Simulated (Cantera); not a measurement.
**Low-pressure radical oxidation in H2/O2**

An isothermal, constant-pressure homogeneous reactor starts with 10.4 % H₂, 79.9 % O₂, 9.59 % N₂, 0.120 % H₂O, equivalence ratio 0.065, at 1325 K and 0.00158 atm.

Detailed kinetics in Cantera: GRI-Mech 3.0 (53 species, 325 reactions). Radical loss at walls, strong at low pressure, is not modelled. The temperature is held fixed by assumption; the heat of reaction is taken as removed at once.

```
t (s)        x H₂   x O₂      x NO     x OH    x H₂O₂    x HO₂
--------  -------  -----  --------  -------  --------  -------
0.000100    0.104  0.799    <1e-12  1.21e-9  1.06e-12  7.77e-9
0.000316    0.104  0.799    <1e-12  8.90e-9  1.06e-11  2.46e-8
0.00100     0.104  0.799    <1e-12  7.41e-8  1.05e-10  7.76e-8
0.00316     0.104  0.799    <1e-12  4.71e-6   1.01e-9  2.45e-7
0.0100     0.0114  0.734  6.70e-10   0.0122   2.81e-8  4.86e-7
0.0316    0.00339  0.724   1.22e-8  0.00881   1.63e-8  4.69e-7
0.100     0.00332  0.726   4.75e-8  0.00872   1.64e-8  4.70e-7
0.316     0.00307  0.731   1.44e-7  0.00843   1.67e-8  4.70e-7
1.00      0.00239  0.746   3.41e-7  0.00751   1.72e-8  4.61e-7
```
x: mole fraction; the columns are a selection and need not sum to one.

Equilibrium at this temperature and pressure: H₂ 4.21e-7, O₂ 0.788, NO 0.000324, OH 0.000102, H₂O₂ 2.60e-10, HO₂ 2.68e-8 (gas phase only).
